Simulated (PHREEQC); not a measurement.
A made-up water analysis in mg/L, 25 °C, pH 6.42, pe 12.6: Na 29.5; K 0.0205; Ca 323; Mg 138; Cl 298; S(6) as SO4 696; Alkalinity as HCO3 382; B 0.53; Li 0.0333; N(5) as NO3 1.97; F 5.7; Ni 0.936.

Cl is adjusted to close the charge balance.
Valence states are taken as typed.

Equilibrium calculation in PHREEQC: ion-association model, wateq4f.dat.

Precipitation was switched off in this run.

Order these Ni species by the share of Ni that they hold, largest first: NiCl+, NiHCO3+, Ni+2, NiSO4, NiCO3.

NiCO3 (57 %), Ni+2 (26 %), NiHCO3+ (10 %), NiSO4 (5.7 %), NiCl+ (0.25 %)

The pH is 6.42 and the ionic strength 0.0384 mol/kgw. The solution is supersaturated, for example in Fluorite, so a real one may precipitate; this is no full list. Real BF4- forms and hydrolyses slowly; the run takes it at equilibrium. The database's nickel carbonate constants are estimates that later reviews lower a good deal.
